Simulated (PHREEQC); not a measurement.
Make-up at 25 °C: 5.2 mmol/kgw MnSO4 and 24 mmol/kgw NH4HCO3. Closed to the air; pH follows from the charge balance.

Equilibrium calculation in PHREEQC: ion-association model, phreeqc.dat.

```
quantity                   before     after
------------------------  -------  --------
pH                           7.36      7.77
ionic strength (mol/kgw)   0.0345    0.0376
NH4+ (mol/kgw)             0.0231    0.0227
HCO3- (mol/kgw)            0.0193    0.0232
SO4-2 (mol/kgw)           0.00421   0.00446
CO2 (mol/kgw)             0.00161  0.000735
```

Task: Which change was made?
A) 0.00053 mol/kgw Na2SO4 added
B) NH4HCO3 from 0.024 to 0.0024 mol/kgw
C) MnSO4 from 0.0052 to 0.00104 mol/kgw
D) MnSO4 replaced by Li2SO4 at the same molality

Result: D, MnSO4 replaced by Li2SO4 at the same molality

This is a speciation only: nothing precipitates in the calculation. Some of these states are supersaturated (in Rhodochrosite, for instance). Carbamate, which ammonia and carbonate form, is missing from the database.
